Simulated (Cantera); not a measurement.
A closed system holds: 1 mol CaCO₃, 0.19 mol O₂, held at 0.0630 bar.

Method: chemical equilibrium by Gibbs-energy minimisation in Cantera with the NASA 1993 tables (ideal gas, pure condensed phases). Candidate condensed phases: C, Ca, CaCO₃, CaO; 15 gas species. Rates play no part.

Problem. At 1700 K, list the 4 most abundant gas species with their mole fractions, and the condensed phases.

Solution. CO₂ 0.839, O₂ 0.160, CO 0.000574, O 7.12e-5. Condensed: CaO(s).
